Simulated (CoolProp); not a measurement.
Vapour-liquid equilibrium of R142b (1) + R113 (2) at 0.0332 MPa; x and y are mole fractions of (1).

Model: multi-fluid Helmholtz-energy mixture model, Lemmon 2006 and Marx 1992; pair parameters Bell 2016, in CoolProp.

```
x      bubble temperature, mixture model (K)  bubble temperature, Raoult's law (K)  y, mixture model  y, Raoult's law
-----  -------------------------------------  ------------------------------------  ----------------  ---------------
0.05                                   280.8                                 283.2             0.380            0.313
0.125                                  270.4                                 274.6             0.647            0.575
0.2                                    263.5                                 268.1             0.771            0.718
0.275                                  258.6                                 263.0             0.838            0.804
0.35                                   254.9                                 258.8             0.879            0.860
0.425                                  252.0                                 255.3             0.907            0.898
0.5                                    249.6                                 252.3             0.927            0.925
0.575                                  247.7                                 249.7             0.942            0.946
0.65                                   246.0                                 247.4             0.955            0.961
0.725                                  244.4                                 245.4             0.966            0.973
0.8                                    243.0                                 243.6             0.976            0.983
0.875                                  241.7                                 241.9             0.985            0.990
0.95                                   240.3                                 240.4             0.994            0.996
```

The largest gap from Raoult's law is -4.6 K in bubble temperature, at x = 0.2. No azeotrope shows between x = 0.05 and 0.95.

Pair parameters are fitted to limited data, so mixtures are less certain than the pure fluids.
